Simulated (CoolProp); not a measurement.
Nitrous oxide along the isotherm 389 K: density (kg/m³) from the reference equation and from simpler models built on Tc = 309.5 K, pc = 7245 kPa, ω = 0.161; each cubic takes its own stable root.

Model: reference Helmholtz-energy equation of state, Lemmon 2006, in CoolProp. It is a short technical equation, of lower accuracy than the large ones.

| p (kPa) | phase | reference |
|---|---|---|
| 3620 | gas | 53.72 |
| 7240 | gas | 118.6 |
| 10900 | supercritical | 199.5 |
| 14500 | supercritical | 295.2 |
| 18100 | supercritical | 396.3 |
| 21700 | supercritical | 484.8 |
| 25400 | supercritical | 555.7 |
| 29000 | supercritical | 608.6 |
| 32600 | supercritical | 650.5 |
| 36200 | supercritical | 684.9 |

How far does each simpler model (ideal gas, van der Waals, Soave-Redlich-Kwong, Peng-Robinson) lie from the reference over these 10 states: mean and median of the absolute difference, and the worst?


- ideal gas: mean 29.4 %, median 32.5 %, worst -39.1 % at 389 K and 21700 kPa
- van der Waals: mean 7.6 %, median 7.5 %, worst -15.0 % at 389 K and 36200 kPa
- Soave-Redlich-Kwong: mean 6.7 %, median 8.5 %, worst -10.1 % at 389 K and 25400 kPa
- Peng-Robinson: mean 1.9 %, median 1.6 %, worst -3.7 % at 389 K and 21700 kPa
